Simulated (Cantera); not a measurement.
Cantera run, input and output.

```python
import numpy as np
import cantera as ct

gas = ct.Solution("gri30.yaml")
gas.TPX = 2275, 2400, {'CH4': 0.024, 'H2': 1}
reactor = ct.IdealGasConstPressureReactor(gas, energy="off", clone=False)
net = ct.ReactorNet([reactor])
net.rtol, net.atol = 1e-08, 1e-18
show = ['CH4', 'H2', 'H', 'CH3', 'CH2', 'C2H2']
times = np.geomspace(2e-06, 20, 15)

steps = ct.SolutionArray(gas, extra=["t"])
rows = []
print(f"{'t/s':>10s}{'T/K':>9s}{'P/Pa':>11s}" + "".join(f"{s:>11s}" for s in show))
for t in times:
    while net.time < t:
        t_next = net.step()
        steps.append(gas.state, t=t_next)
    rows.append([np.interp(t, steps.t, y) for y in (steps.T, steps.P, *steps(*show).X.T)])
    print(f"{t:10.3e}{rows[-1][0]:9.1f}{rows[-1][1]:11.4g}" + "".join(f"{x:11.3e}" for x in rows[-1][2:]))
rate = np.gradient(steps.T, steps.t)
print("integrator steps:", len(steps.t))
if steps.T.max() > steps.T[0] + 200:
    print(f"time of steepest temperature rise: {steps.t[rate.argmax()]:.4e} s")
gas.TPX = 2275, 2400, {'CH4': 0.024, 'H2': 1}
gas.equilibrate("TP")
print(f"equilibrium (TP): T = {gas.T:.1f} K  " + "  ".join(f"{s} {gas[s].X[0]:.3e}" for s in show))
```

It prints:

```
       t/s      T/K       P/Pa        CH4         H2          H        CH3        CH2       C2H2
 2.000e-06   2275.0       2400  2.343e-02  9.766e-01  1.273e-05  1.129e-05  1.203e-10  5.497e-15
 6.325e-06   2275.0       2400  2.340e-02  9.765e-01  4.340e-05  3.249e-05  1.280e-09  5.740e-13
 2.000e-05   2275.0       2400  2.335e-02  9.764e-01  1.518e-04  8.782e-05  1.374e-08  8.277e-11
 6.325e-05   2275.0       2400  2.318e-02  9.761e-01  5.078e-04  2.469e-04  1.545e-07  9.740e-09
 2.000e-04   2275.0       2400  2.267e-02  9.750e-01  1.627e-03  7.299e-04  1.602e-06  1.034e-06
 6.325e-04   2275.0       2400  2.101e-02  9.717e-01  5.056e-03  2.064e-03  1.328e-05  8.253e-05
 2.000e-03   2275.0       2400  1.481e-02  9.662e-01  1.289e-02  3.702e-03  5.390e-05  2.165e-03
 6.325e-03   2275.0       2400  4.298e-03  9.658e-01  1.976e-02  1.650e-03  4.266e-05  8.367e-03
 2.000e-02   2275.0       2400  6.527e-04  9.620e-01  2.618e-02  3.339e-04  1.305e-05  1.079e-02
 6.325e-02   2275.0       2400  9.742e-05  9.553e-01  3.340e-02  6.404e-05  3.315e-06  1.116e-02
 2.000e-01   2275.0       2400  1.733e-05  9.452e-01  4.354e-02  1.500e-05  1.029e-06  1.116e-02
 6.325e-01   2275.0       2400  8.657e-06  9.365e-01  5.229e-02  9.071e-06  7.547e-07  1.111e-02
 2.000e+00   2275.0       2400  8.249e-06  9.354e-01  5.340e-02  8.836e-06  7.516e-07  1.111e-02
 6.325e+00   2275.0       2400  8.249e-06  9.354e-01  5.340e-02  8.836e-06  7.516e-07  1.111e-02
 2.000e+01   2275.0       2400  8.249e-06  9.354e-01  5.340e-02  8.836e-06  7.516e-07  1.111e-02
integrator steps: 1416
equilibrium (TP): T = 2275.0 K  CH4 8.312e-06  H2 9.354e-01  H 5.340e-02  CH3 8.903e-06  CH2 7.573e-07  C2H2 1.111e-02
```

Computed with Cantera and GRI-Mech 3.0 (53 species, 325 reactions). GRI-Mech 3.0 stops at C3 and has no aromatics, soot or wall deposition, so with more carbon than oxygen in the feed, carbon stays in small species such as C2H2 where larger ones or solid carbon would form. Radical loss at walls, strong at low pressure, is not modelled.
